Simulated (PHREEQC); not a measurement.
Reverse-osmosis permeate: speciation

Model water analysis in mg/L, 25 °C, pH 6.96, pe 0.1:

```
constituent           mg/L
------------------  ------
Na                    1.22
K                     0.34
Ca                    6.65
Mg                   0.417
Cl                    1.08
S(6) as SO4           4.61
Alkalinity as HCO3    17.5
Si as SiO2          0.0861
Mn(2)                0.542
```

Valence states are taken as typed.

Computed with PHREEQC (ion-association model, phreeqc.dat).

- ionic strength = 0.000665 mol/kgw
- charge-balance error = 4.0 %

```tsv
species	molality	activity	log γ
HCO3-	0.000286	0.000277	-0.013
Ca+2	0.000164	0.000146	-0.050
CO2	6.84e-5	6.84e-5	0.000
Na+	5.31e-5	5.15e-5	-0.013
SO4-2	4.67e-5	4.16e-5	-0.050
Cl-	3.05e-5	2.96e-5	-0.013
Mg+2	1.69e-5	1.51e-5	-0.050
Mn+2	9.50e-6	8.47e-6	-0.050
K+	8.69e-6	8.44e-6	-0.013
H4SiO4	1.43e-6	1.43e-6	0.000
CaSO4	1.08e-6	1.08e-6	0.000
CaHCO3+	5.33e-7	5.18e-7	-0.013
MnHCO3+	2.16e-7	2.09e-7	-0.013
```

No solid was allowed to form. Complexes and solids missing from the database can't appear.
